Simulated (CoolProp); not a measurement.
Saturation properties of toluene.

Model: reference Helmholtz-energy equation of state, Lemmon 2006, in CoolProp. It is a short technical equation, of lower accuracy than the large ones.

```json
[
 {"T (K)": "468", "p (bar)": "6.839", "surface tension (mN/m)": "9.15", "liquid conductivity (mW/(m K))": "88.7"},
 {"T (K)": "480", "p (bar)": "?", "surface tension (mN/m)": "8.02", "liquid conductivity (mW/(m K))": "?"},
 {"T (K)": "492", "p (bar)": "10.34", "surface tension (mN/m)": "6.93", "liquid conductivity (mW/(m K))": "84.6"},
 {"T (K)": "504", "p (bar)": "12.53", "surface tension (mN/m)": "5.87", "liquid conductivity (mW/(m K))": "82.8"},
 {"T (K)": "515.9", "p (bar)": "15.02", "surface tension (mN/m)": "4.86", "liquid conductivity (mW/(m K))": "81.1"},
 {"T (K)": "527.9", "p (bar)": "17.90", "surface tension (mN/m)": "3.89", "liquid conductivity (mW/(m K))": "79.6"},
 {"T (K)": "539.9", "p (bar)": "21.18", "surface tension (mN/m)": "2.98", "liquid conductivity (mW/(m K))": "78.3"},
 {"T (K)": "551.9", "p (bar)": "?", "surface tension (mN/m)": "2.12", "liquid conductivity (mW/(m K))": "?"}
]
```

Task: Some entries are withheld; supply them.

Result: 
- 480, p (bar): 8.456
- 480, liquid conductivity (mW/(m K)): 86.5
- 551.9, p (bar): 24.90
- 551.9, liquid conductivity (mW/(m K)): 77.2

It boils at 383.7 K under 1 atm.

Thermal conductivity comes from a separate model (Assael 2012). Surface tension comes from a separate correlation (Mulero 2012).
